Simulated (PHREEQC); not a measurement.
A solution holds 0.003 mol NH3 and 0.00013 mol K3PO4 per kg of water, at 39 °C. Closed to the air; pH follows from the charge balance.

All values are PHREEQC results (ion-association model, phreeqc.dat), not measurements.

```json
[
 {"quantity": "pH", "before": "10.04", "after": "10.04"},
 {"quantity": "ionic strength (mol/kgw)", "before": "0.000703", "after": "0.00118"},
 {"quantity": "NH3 (mol/kgw)", "before": "0.00282", "after": "0.00282"},
 {"quantity": "NH4+ (mol/kgw)", "before": "0.000181", "after": "0.000183"}
]
```

Question: Which change was made?
A. diluted 100-fold with water
B. temperature from 39 to 90 °C
C. 0.00016 mol/kgw Na2SO4 added
D. diluted 2-fold with water
E. NH3 replaced by NH4HS at the same molality

Answer: C, 0.00016 mol/kgw Na2SO4 added

No solid was allowed to form. Constants without temperature data keep their 25 °C values here.
